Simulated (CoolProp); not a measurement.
The fluoroketone C6F12O (FK-5-1-12) at 298.15 K and 0.0255 MPa is compressed adiabatically to 0.0748 MPa with isentropic efficiency 0.85. Each further row changes one setting.

Model: reference Helmholtz-energy equation of state, McLinden 2015, in CoolProp.

```
case             work (kJ/kg)  final temperature (K)                       final phase  final density (kg/m³)
---------------  ------------  ---------------------  --------------------------------  ---------------------
as stated                9.71                  313.7  two-phase, vapour fraction 0.969                   9.86
efficiency 1             8.26                  313.7  two-phase, vapour fraction 0.953                   10.0
efficiency 0.65          12.7                  314.0                               gas                   9.55
```
